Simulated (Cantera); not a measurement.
**Stirred combustor or abatement burner**

A perfectly stirred reactor is fed with CH₄ : CO : O₂ : N₂ : H₂O : CO₂ = 1 : 0.16 : 2.74 : 17.2 : 5 : 0.13 (molar parts), equivalence ratio 0.76, at 0.987 atm; it is adiabatic with a 500 K inlet, and is followed from long to short residence time, starting on the burning branch (τ in s: 0.19, 0.068, 0.024, 0.0084, 0.003, 0.001, 0.00037, 0.00013, 4.6e-05, 1.6e-05).

Model: GRI-Mech 3.0 (53 species, 325 reactions), integrated in Cantera.

| τ (s) | T (K) | x CH₄ | x CO | x O₂ | x H₂ | x CO₂ | x CH₂CO | x NO |
|---|---|---|---|---|---|---|---|---|
| 0.19 | 1404 | 2.99e-5 | 0.000332 | 0.0255 | 0.000137 | 0.0489 | 3.72e-8 | 3.82e-7 |
| 0.068 | 1399 | 6.01e-5 | 0.000696 | 0.0258 | 0.000273 | 0.0485 | 9.96e-8 | 3.82e-7 |
| 0.024 | 1388 | 0.000131 | 0.00153 | 0.0264 | 0.000546 | 0.0476 | 2.78e-7 | 3.93e-7 |
| 0.0084 | 500 | 0.0381 | 0.00610 | 0.104 | <1e-12 | 0.00496 | <1e-12 | <1e-12 |
| 0.0030 | 500 | 0.0381 | 0.00610 | 0.104 | <1e-12 | 0.00496 | <1e-12 | <1e-12 |
| 0.0010 | 500 | 0.0381 | 0.00610 | 0.104 | <1e-12 | 0.00496 | <1e-12 | <1e-12 |
| 0.00037 | 500 | 0.0381 | 0.00610 | 0.104 | <1e-12 | 0.00496 | <1e-12 | <1e-12 |
| 0.00013 | 500 | 0.0381 | 0.00610 | 0.104 | <1e-12 | 0.00496 | <1e-12 | <1e-12 |
| 4.6e-5 | 500 | 0.0381 | 0.00610 | 0.104 | <1e-12 | 0.00496 | <1e-12 | <1e-12 |
| 1.6e-5 | 500 | 0.0381 | 0.00610 | 0.104 | <1e-12 | 0.00496 | <1e-12 | <1e-12 |
x: mole fraction; the columns are a selection and need not sum to one.
